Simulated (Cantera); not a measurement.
## C + H2O + N2 + O2 (carbon deposition, reforming and gasification)

A closed system holds: 1 mol C, 0.041 mol H2O, 0.4 mol N2, 0.91 mol O2, at 458 Torr.

These are equilibrium values from Cantera (NASA tables, ideal gas, pure condensed phases), not measurements of a reactor. Candidate condensed phases: C, C6H6, C7H8, C8H18, H2O; 136 gas species. Equilibrium is a limit: real reactors are often held back by kinetics, nucleation or transport.

```json
[
 {"T (K)": "2098", "x CO2": "0.569", "x N2": "0.277", "x CO": "0.125", "x H2O": "0.0270", "x O2": "0.000285", "x OH": "0.000365", "x NO": "0.000216", "x H2": "0.00120"},
 {"T (K)": "2123", "x CO2": "0.568", "x N2": "0.277", "x CO": "0.125", "x H2O": "0.0269", "x O2": "0.000411", "x OH": "0.000446", "x NO": "0.000276", "x H2": "0.00118"},
 {"T (K)": "2148", "x CO2": "0.568", "x N2": "0.277", "x CO": "0.125", "x H2O": "0.0269", "x O2": "0.000586", "x OH": "0.000542", "x NO": "0.000351", "x H2": "0.00116"},
 {"T (K)": "2173", "x CO2": "0.567", "x N2": "0.277", "x CO": "0.126", "x H2O": "0.0268", "x O2": "0.000827", "x OH": "0.000655", "x NO": "0.000442", "x H2": "0.00115"},
 {"T (K)": "2198", "x CO2": "0.566", "x N2": "0.277", "x CO": "0.127", "x H2O": "0.0267", "x O2": "0.00115", "x OH": "0.000787", "x NO": "0.000552", "x H2": "0.00114"},
 {"T (K)": "2223", "x CO2": "0.564", "x N2": "0.276", "x CO": "0.128", "x H2O": "0.0266", "x O2": "0.00159", "x OH": "0.000940", "x NO": "0.000685", "x H2": "0.00113"},
 {"T (K)": "2248", "x CO2": "0.562", "x N2": "0.276", "x CO": "0.129", "x H2O": "0.0265", "x O2": "0.00215", "x OH": "0.00112", "x NO": "0.000842", "x H2": "0.00112"},
 {"T (K)": "2273", "x CO2": "0.560", "x N2": "0.276", "x CO": "0.131", "x H2O": "0.0264", "x O2": "0.00288", "x OH": "0.00132", "x NO": "0.00103", "x H2": "0.00112"},
 {"T (K)": "2298", "x CO2": "0.557", "x N2": "0.275", "x CO": "0.133", "x H2O": "0.0262", "x O2": "0.00380", "x OH": "0.00155", "x NO": "0.00124", "x H2": "0.00112"},
 {"T (K)": "2323", "x CO2": "0.553", "x N2": "0.275", "x CO": "0.135", "x H2O": "0.0260", "x O2": "0.00493", "x OH": "0.00180", "x NO": "0.00149", "x H2": "0.00112"},
 {"T (K)": "2348", "x CO2": "0.549", "x N2": "0.274", "x CO": "0.138", "x H2O": "0.0258", "x O2": "0.00630", "x OH": "0.00208", "x NO": "0.00177", "x H2": "0.00113"},
 {"T (K)": "2373", "x CO2": "0.544", "x N2": "0.273", "x CO": "0.142", "x H2O": "0.0255", "x O2": "0.00791", "x OH": "0.00240", "x NO": "0.00208", "x H2": "0.00114"}
]
```
x: gas mole fraction; nothing condenses.

From 2098 K to 2373 K nothing is condensed. The main C-bearing gas is CO2 throughout.
